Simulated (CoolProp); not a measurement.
Vapour-liquid equilibrium of R143a (1) + R152A (2) at 0.75 °C; x and y are mole fractions of (1).

The numbers come from the multi-fluid Helmholtz-energy mixture model, Lemmon and Jacobsen 2000 and Outcalt 1996; pair parameters Bell 2016 in CoolProp.

```
x      bubble pressure, mixture model (MPa)  bubble pressure, Raoult's law (MPa)  y, mixture model  y, Raoult's law
-----  ------------------------------------  -----------------------------------  ----------------  ---------------
0.05                                 0.2951                               0.2893             0.119            0.110
0.125                                0.3287                               0.3166             0.261            0.250
0.2                                  0.3602                               0.3438             0.374            0.369
0.275                                0.3898                               0.3710             0.466            0.470
0.35                                 0.4180                               0.3983             0.545            0.557
0.425                                0.4450                               0.4255             0.613            0.634
0.5                                  0.4710                               0.4527             0.675            0.701
0.575                                     …                               0.4800                 …            0.760
0.65                                 0.5212                               0.5072             0.783            0.813
0.725                                0.5457                               0.5344             0.833            0.860
0.8                                  0.5700                               0.5616                 …            0.903
0.875                                0.5941                               0.5889             0.926            0.942
0.95                                 0.6182                               0.6161             0.971            0.978
```

Problem. What belongs in the gaps?

Solution. 
- 0.575, bubble pressure, mixture model (MPa): 0.4964
- 0.575, y, mixture model: 0.731
- 0.8, y, mixture model: 0.880

The largest gap from Raoult's law is +5.1 % in bubble pressure, at x = 0.275. No azeotrope shows between x = 0.05 and 0.95.

The pair parameters rest on a limited set of measurements; away from them the model extrapolates.
